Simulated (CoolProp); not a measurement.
Properties of octamethylcyclotetrasiloxane (D4) along the isotherm 620 K (Tc = 586.5 K, pc = 1347 kPa, ω = 0.598).

The numbers come from the reference Helmholtz-energy equation of state, Thol 2015 in CoolProp.

| p (kPa) | phase | cv (kJ/(kg K)) | speed of sound (m/s) | isothermal compressibility (1/MPa) | expansivity (1/kK) | fugacity coefficient |
|---|---|---|---|---|---|---|
| 21.3 | gas | 2.011 | … | 47.16 | 1.642 | 0.9955 |
| 34.4 | gas | 2.011 | 131.8 | 29.28 | 1.659 | 0.9928 |
| 55.6 | gas | 2.012 | 131.2 | 18.20 | 1.689 | 0.9883 |
| 89.8 | gas | 2.013 | 130.3 | 11.36 | 1.738 | 0.9812 |
| 145 | gas | 2.014 | 128.7 | 7.122 | 1.822 | 0.9696 |
| 234 | gas | 2.016 | 126.2 | 4.510 | … | 0.9512 |
| 379 | gas | 2.019 | 121.8 | … | 2.250 | 0.9214 |
| 612 | gas | 2.026 | 114.3 | 1.926 | 2.836 | 0.8742 |
| 989 | gas | 2.039 | 100.6 | 1.390 | 4.406 | 0.7996 |
| 1600 | supercritical | 2.070 | 73.87 | 1.335 | 12.50 | 0.6821 |
| 2580 | supercritical | 2.080 | 100.5 | 0.3037 | 11.07 | 0.5161 |
| 4170 | supercritical | 2.063 | 184.0 | … | 4.196 | 0.3867 |
| 6740 | supercritical | … | 263.5 | 0.02798 | 2.521 | … |

**Question.** Fill in the missing entries.

**Answer.** 
- 21.3, speed of sound (m/s): 132.2
- 234, expansivity (1/kK): 1.970
- 379, isothermal compressibility (1/MPa): 2.894
- 4170, isothermal compressibility (1/MPa): 0.06592
- 6740, cv (kJ/(kg K)): 2.055
- 6740, fugacity coefficient: 0.3131
